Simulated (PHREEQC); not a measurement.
A solution holds 14 mmol/kgw HCl, 0.1 mmol/kgw FeCl3 and 5.3 mmol/kgw MgCl2, at 20 °C. Closed to the air; pH follows from the charge balance.

Computed with PHREEQC (ion-association model, phreeqc.dat).

Q: The ionic strength comes out as 0.0304 mol/kgw. What activity coefficients do FeCl+2, Fe+3, Cl-, Mg+2, H+ get?

A: FeCl+2 0.53, Fe+3 0.30, Cl- 0.85, Mg+2 0.55, H+ 0.87.

This is a speciation only: nothing precipitates in the calculation. The solution is supersaturated, for example in Hematite (slow to form), Goethite (slow to form), so a real one may precipitate; this is no full list.
